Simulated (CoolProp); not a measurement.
n-heptane along the isotherm 327.1 K: density (kg/m³) from the reference equation and from simpler models built on Tc = 541.2 K, pc = 2774 kPa, ω = 0.349; each cubic takes its own stable root.

Computed with CoolProp (reference Helmholtz-energy equation of state, Span 2003). It is a short technical equation, of lower accuracy than the large ones.

| p (kPa) | phase | reference |
|---|---|---|
| 4.39 | gas | 0.1623 |
| 7.09 | gas | 0.2627 |
| 11.4 | gas | 0.4239 |
| 18.5 | gas | 0.6921 |
| 29.9 | liquid | 654.6 |
| 48.3 | liquid | 654.7 |
| 78 | liquid | 654.7 |
| 126 | liquid | 654.8 |
| 204 | liquid | 654.9 |
| 329 | liquid | 655.0 |
| 531 | liquid | 655.3 |
| 858 | liquid | 655.7 |
| 1390 | liquid | 656.3 |

Q: How far does each simpler model (Redlich-Kwong, Soave-Redlich-Kwong, Peng-Robinson) lie from the reference over these 13 states: mean and median of the absolute difference, and the worst?

A: 
- Redlich-Kwong: mean 23.3 %, median 14.6 %, worst -99.8 % at 327.1 K and 29.9 kPa
- Soave-Redlich-Kwong: mean 7.6 %, median 10.8 %, worst -10.9 % at 327.1 K and 29.9 kPa
- Peng-Robinson: mean 0.5 %, median 0.5 %, worst +0.6 % at 327.1 K and 1390 kPa

At some of these states Redlich-Kwong gives the other phase, because its saturation line lies elsewhere.
